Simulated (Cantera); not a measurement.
A freely propagating, adiabatic, planar premixed flame of 52.2 % H2, 10.0 % O2, 37.8 % N2, equivalence ratio 2.6, unburnt at 498 K and 5930 Torr; mixture-averaged transport, grid criteria slope 0.08 and curve 0.16, no radiation.

Model: the H2/O2 subset of GRI-Mech 3.0, which has no nitrogen chemistry, integrated in Cantera. The hydrogen kinetics of GRI-Mech 3.0 are dated; newer H2 mechanisms differ, most at raised pressure. Burning velocities carry a grid error of a few per cent, more on coarse grids.

x: mole fraction of selected species; z is measured from the peak of heat release.

```tsv
z (mm)	T (K)	u (m/s)	x H2	x O2	x H2O2	x OH	x H2O	x HO2
-0.101	498	5.10	0.522	0.100	<1e-8	<1e-8	<1e-8	<1e-8
-0.0671	498	5.10	0.522	0.100	<1e-8	<1e-8	2.58e-7	1.81e-8
-0.0503	499	5.11	0.522	0.100	1.26e-8	<1e-8	2.62e-6	2.17e-7
-0.0335	504	5.14	0.520	0.101	3.83e-7	<1e-8	5.76e-5	6.48e-6
-0.0168	?	6.09	0.503	0.102	4.00e-5	4.19e-5	0.00504	0.000700
-0.00838	?	8.86	0.468	0.0914	8.87e-5	0.000531	0.0353	0.000896
0	?	12.2	0.420	0.0654	3.58e-5	0.000918	0.0930	0.000425
0.00838	?	14.5	0.376	0.0348	5.69e-6	0.00136	0.152	0.000199
0.0168	1691	15.8	0.351	0.0150	2.10e-6	0.00148	0.190	8.23e-5
0.0335	1809	16.9	0.338	0.00257	6.79e-7	0.00140	0.214	1.34e-5
0.0671	1891	17.6	0.340	0.000163	1.98e-7	0.00117	0.220	8.33e-7
0.134	1953	18.1	0.346	1.08e-5	7.89e-8	0.000840	0.221	8.40e-8
0.268	1996	18.4	0.350	2.92e-6	3.07e-8	0.000526	0.222	2.72e-8
```

Task: Fill in the missing entries.

Result: 
- -0.0168, T (K): 613
- -0.00838, T (K): 920
- 0, T (K): 1289
- 0.00838, T (K): 1549
